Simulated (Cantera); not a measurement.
Charge: 1 mol BN, 4.1 mol HCl, 44 mol H2, held at 380 Pa.

Cantera equilibrium calculation (NASA polynomials, part measured and part estimated; ideal gas, pure solids and liquids). Candidate condensed phases: B, BN, NH4Cl; 21 gas species. The tables' values for BCl, BCl2, BH2 are old estimates; treat these amounts as uncertain. Rates play no part.

log p: log10 of the partial pressure in bar; n: condensed amount in mol.

| T (K) | log p H2 | log p HCl | log p H | log p BCl | log p N2 | n BN(s) |
|---|---|---|---|---|---|---|
| 800 | -2.46 | -3.49 | -12.77 | <-14 | ? | 1.000 |
| 875 | -2.46 | -3.49 | -11.53 | <-14 | ? | 1.000 |
| 950 | -2.46 | -3.49 | -10.48 | <-14 | ? | 1.000 |
| 1025 | -2.46 | -3.49 | -9.59 | -13.55 | ? | 1.000 |
| 1100 | -2.46 | -3.49 | -8.82 | -12.02 | ? | 1.000 |
| 1175 | -2.46 | -3.49 | -8.14 | -10.69 | ? | 1.000 |
| 1250 | -2.46 | -3.49 | -7.55 | -9.52 | ? | 1.000 |
| 1325 | -2.46 | -3.49 | -7.02 | -8.49 | ? | 0.999 |
| 1400 | -2.46 | -3.49 | -6.54 | -7.60 | ? | 0.999 |
| 1475 | -2.46 | -3.49 | -6.12 | -6.87 | ? | 0.997 |
| 1550 | -2.46 | -3.49 | -5.73 | -6.26 | ? | 0.991 |
| 1625 | -2.46 | -3.49 | -5.38 | -5.75 | ? | 0.974 |
| 1700 | -2.46 | -3.50 | -5.06 | -5.29 | ? | 0.930 |
| 1775 | -2.46 | -3.51 | -4.77 | -4.88 | ? | 0.826 |

Problem. Complete the blanks.

Solution. 
- 800, log p N2: -9.78
- 875, log p N2: -9.29
- 950, log p N2: -8.88
- 1025, log p N2: -8.53
- 1100, log p N2: -8.22
- 1175, log p N2: -7.96
- 1250, log p N2: -7.72
- 1325, log p N2: -7.49
- 1400, log p N2: -7.24
- 1475, log p N2: -6.89
- 1550, log p N2: -6.45
- 1625, log p N2: -5.99
- 1700, log p N2: -5.56
- 1775, log p N2: -5.16
